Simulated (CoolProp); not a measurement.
Vapour-liquid equilibrium of R134a (1) + R123 (2) at 230.3 K; x and y are mole fractions of (1).

The numbers come from the multi-fluid Helmholtz-energy mixture model, Tillner-Roth 1994 and Younglove 1994; pair parameters Bell 2016 in CoolProp.

Problem. Give the bubble pressure and the first vapour's composition at x = 0.15, 0.35, 0.75. Is there an azeotrope?

Solution. x = 0.15: 0.01210 MPa, y = 0.790; x = 0.35: 0.02207 MPa, y = 0.907; x = 0.75: 0.03571 MPa, y = 0.970. No azeotrope shows between x = 0.05 and 0.95.

Pair parameters are fitted to limited data, so mixtures are less certain than the pure fluids.
